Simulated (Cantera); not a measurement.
A closed system holds: 1 mol Si(CH3)4, 0.12 mol C3H8, 550 mol H2, equilibrated at 1323 K.

These are equilibrium values from Cantera (NASA tables, ideal gas, pure condensed phases), not measurements of a reactor. Candidate condensed phases: C, C6H6, C7H8, C8H18, Si, SiC; 87 gas species. Equilibrium is a limit: real reactors are often held back by kinetics, nucleation or transport.

log p: log10 of the partial pressure in bar; n: condensed amount in mol.

| P (Pa) | log p H2 | log p CH4 | log p H | log p C2H4 | log p C2H2 (acetylene) | log p CH3 | log p C2H6 | n C(graphite) | n SiC(s) |
|---|---|---|---|---|---|---|---|---|---|
| 100 | -3.00 | -8.17 | -7.30 | -11.76 | -9.08 | -11.17 | <-15 | 3.36 | 1.00 |
| 220 | -2.66 | -7.48 | -7.13 | -11.07 | -8.74 | -10.66 | <-14 | 3.35 | 1.00 |
| 460 | -2.34 | -6.84 | -6.97 | -10.43 | -8.42 | -10.18 | -14.16 | 3.34 | 1.00 |
| 1000 | -2.00 | -6.17 | -6.80 | -9.76 | -8.08 | -9.67 | -13.15 | 3.32 | 1.00 |
| 2200 | -1.66 | -5.48 | -6.63 | -9.07 | -7.74 | -9.16 | -12.12 | 3.28 | 1.00 |
| 4600 | [?] | [?] | [?] | [?] | [?] | [?] | [?] | 3.19 | 1.00 |
| 10000 | -1.00 | -4.17 | -6.30 | -7.76 | -7.08 | -8.17 | -10.15 | 2.98 | 1.00 |
| 22000 | [?] | [?] | [?] | [?] | [?] | [?] | [?] | [?] | 1.000 |
| 46000 | -0.34 | -2.84 | -5.97 | -6.43 | -6.42 | -7.18 | -8.16 | 1.63 | 1.000 |
| 100000 | 0.00 | -2.22 | -5.80 | -5.85 | -6.17 | -6.72 | -7.24 | 0 | 1.000 |

### Question
What belongs in the gaps?

### Answer

- 4600, log p H2: -1.34
- 4600, log p CH4: -4.84
- 4600, log p H: -6.47
- 4600, log p C2H4: -8.43
- 4600, log p C2H2 (acetylene): -7.42
- 4600, log p CH3: -8.68
- 4600, log p C2H6: -11.16
- 22000, log p H2: -0.66
- 22000, log p CH4: -3.48
- 22000, log p H: -6.13
- 22000, log p C2H4: -7.07
- 22000, log p C2H2 (acetylene): -6.74
- 22000, log p CH3: -7.66
- 22000, log p C2H6: -9.12
- 22000, n C(graphite): 2.53
